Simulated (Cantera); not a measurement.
Input (Python, Cantera):

```python
import numpy as np
import cantera as ct

gas = ct.Solution("gri30.yaml")


def delay(T, t_max=10):
    gas.TPX = T, 101325, {'CH4': 1, 'CO': 0.16, 'O2': 4.16, 'N2': 14.1}
    reactor = ct.IdealGasConstPressureReactor(gas, clone=False)
    net = ct.ReactorNet([reactor])
    net.rtol, net.atol = 1e-8, 1e-16
    while net.time < t_max:
        t_old, T_old = net.time, reactor.T
        net.step()
        if reactor.T > T + 400:  # ignition: a rise of 400 K
            return t_old + (T + 400 - T_old) / (reactor.T - T_old) * (net.time - t_old)
    return np.nan


taus = []
for T in [1100, 1200, 1300, 1400, 1500, 1600, 1700, 1800, 1900, 2000]:
    taus.append(delay(T))
    print(f"T0 = {T:6g} K   tau = {taus[-1]:.4e} s")
```

Output:

```
T0 =   1100 K   tau = 1.3960e-01 s
T0 =   1200 K   tau = 2.9586e-02 s
T0 =   1300 K   tau = 7.5098e-03 s
T0 =   1400 K   tau = 2.2894e-03 s
T0 =   1500 K   tau = 8.4442e-04 s
T0 =   1600 K   tau = 3.6997e-04 s
T0 =   1700 K   tau = 1.8470e-04 s
T0 =   1800 K   tau = 1.0143e-04 s
T0 =   1900 K   tau = 5.9941e-05 s
T0 =   2000 K   tau = 3.7563e-05 s
```

Model: GRI-Mech 3.0 (53 species, 325 reactions), integrated in Cantera.
